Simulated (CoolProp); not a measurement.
Hexamethyldisiloxane (MM) along the isotherm 179.75 °C: fugacity coefficient from the reference equation and from simpler models built on Tc = 245.6 °C, pc = 19.31 bar, ω = 0.418; each cubic takes its own stable root.

The numbers come from the reference Helmholtz-energy equation of state, Thol 2016 in CoolProp.

| p (bar) | phase | reference | van der Waals | Redlich-Kwong | Soave-Redlich-Kwong | Peng-Robinson |
|---|---|---|---|---|---|---|
| 17.6 | liquid | 0.3208 | 0.5168 | 0.4130 | 0.3336 | 0.3223 |
| 35.1 | liquid | 0.1833 | 0.3175 | 0.2407 | 0.1928 | 0.1832 |
| 52.7 | liquid | 0.1388 | 0.2564 | 0.1851 | 0.1473 | 0.1379 |
| 70.2 | liquid | 0.1181 | 0.2315 | 0.1595 | 0.1263 | 0.1165 |
| 87.8 | liquid | 0.1070 | 0.2218 | 0.1460 | 0.1151 | 0.1046 |
| 105 | liquid | 0.1009 | 0.2204 | 0.1389 | 0.1091 | 0.09785 |
| 123 | liquid | 0.09751 | 0.2247 | 0.1353 | 0.1060 | 0.09372 |
| 140 | liquid | 0.09624 | 0.2329 | 0.1344 | 0.1050 | 0.09167 |
| 158 | liquid | 0.09634 | 0.2452 | 0.1354 | 0.1055 | 0.09088 |
| 176 | liquid | 0.09761 | 0.2610 | 0.1379 | 0.1072 | 0.09116 |
| 193 | liquid | 0.09971 | 0.2791 | 0.1415 | 0.1098 | 0.09222 |
